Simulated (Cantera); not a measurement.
Feed: 1 mol Al₂O₃, 3.5 mol Cl₂, 9.1 mol H₂, 0.00015 mol O₂, equilibrated at 11.0 Pa.

These are equilibrium values from Cantera (NASA tables, ideal gas, pure condensed phases), not measurements of a reactor. Candidate condensed phases: Al, AlCl₃, Al₂O₃, H₂O; 29 gas species. The tables' values for AlCl₂ are old estimates; treat these amounts as uncertain. Condensed phases not in the tables: AlOCl. The numbers say what is thermodynamically allowed, not how fast it happens.

x: gas mole fraction; n: condensed amount in mol.

```tsv
T (°C)	x HCl	x H₂	x H	x Cl	x H₂O	n Al₂O₃(s)
577	0.556	0.444	1.30e-9	1.63e-9	2.65e-5	1.000
677	0.556	0.444	3.54e-8	4.21e-8	4.00e-5	1.000
777	0.555	0.444	5.16e-7	5.88e-7	7.09e-5	1.000
877	0.555	0.444	4.74e-6	5.22e-6	0.000123	1.000
977	0.555	0.444	3.07e-5	3.28e-5	0.000202	0.999
1077	0.555	0.444	0.000151	0.000158	0.000316	0.999
1177	0.554	0.444	(withheld)	(withheld)	(withheld)	0.998
1277	0.551	0.443	0.00200	0.00199	0.000883	0.996
1377	0.545	0.441	0.00575	0.00557	0.00179	0.993
1477	0.530	0.435	(withheld)	(withheld)	(withheld)	0.984
1577	0.501	0.423	0.0334	0.0301	0.00703	0.969
```

Some entries are withheld; supply them.


- 1177, x H: 0.000601
- 1177, x Cl: 0.000610
- 1177, x H₂O: 0.000497
- 1477, x H: 0.0146
- 1477, x Cl: 0.0138
- 1477, x H₂O: 0.00366
